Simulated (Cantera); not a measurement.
Feed: 1 mol HBr, 4 mol O2, at 2175 K and 0.133 bar.

Method: chemical equilibrium by Gibbs-energy minimisation in Cantera with the NASA 1993 tables (ideal gas, pure condensed phases). Equilibrium is a limit: real reactors are often held back by kinetics, nucleation or transport.

```csv
species,before,after
HBr,0.0125,0.498
Br,0.177,0.331
H2,0.000265,0.120
O2,0.711,9.93e-7
H2O,0.0838,0.0447
O,0.00532,6.28e-6
OH,0.00924,0.000232
H,0.000218,0.00462
Br2,0.000315,0.00110
```
Gas species are given as mole fractions.

**Question.** What was changed between the two runs?
A. O2 from 4 to 0.8 mol
B. temperature from 2175 K to 3075 K
C. pressure from 0.133 bar to 5.10 bar
D. O2 from 4 to 0.027 mol

**Answer.** D, O2 from 4 to 0.027 mol
